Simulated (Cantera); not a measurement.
A closed system holds: 1 mol CH₃F, 1.5 mol HCl, 0.7 mol H₂, at 0.0133 bar.

Method: chemical equilibrium by Gibbs-energy minimisation in Cantera with the NASA 1993 tables (ideal gas, pure condensed phases). Candidate condensed phases: C, C₆H₆, C₇H₈, C₈H₁₈; 135 gas species. Ions and electrons are included (thermal ionisation). The tables' values for CCl are old estimates; treat these amounts as uncertain. Kinetics and transport are ignored.

x: gas mole fraction; n: condensed amount in mol.

```csv
T (K),x H,x H₂,x HCl,x HF,x Cl,x C,x F,x C₃,n C(graphite)
2000,0.00891,0.400,0.349,0.236,0.00578,2.28e-9,2.16e-6,2.08e-9,0.997
2500,0.126,0.333,0.255,0.215,0.0679,1.25e-5,0.000169,3.73e-5,0.964
3000,___,___,___,___,0.171,___,___,___,___
3500,0.608,0.0141,0.00619,0.0757,0.177,0.0443,0.0439,0.0173,0
4000,0.623,0.00204,0.000815,0.0128,0.162,0.0987,0.0948,0.000597,0
4500,0.627,___,___,___,0.160,0.105,0.105,___,0
5000,0.627,0.000127,5.05e-5,0.000386,0.160,0.106,0.106,2.30e-7,0
```

Problem. Some entries are withheld; supply them.

Solution. 
- 4500, x H₂: 0.000438
- 4500, x HCl: 0.000174
- 4500, x HF: 0.00191
- 4500, x C₃: 8.18e-6
- 3000, x H: 0.458
- 3000, x H₂: 0.112
- 3000, x HCl: 0.0615
- 3000, x HF: 0.151
- 3000, x C: 0.00380
- 3000, x F: 0.00381
- 3000, x C₃: 0.0234
- 3000, n C(graphite): 0.313
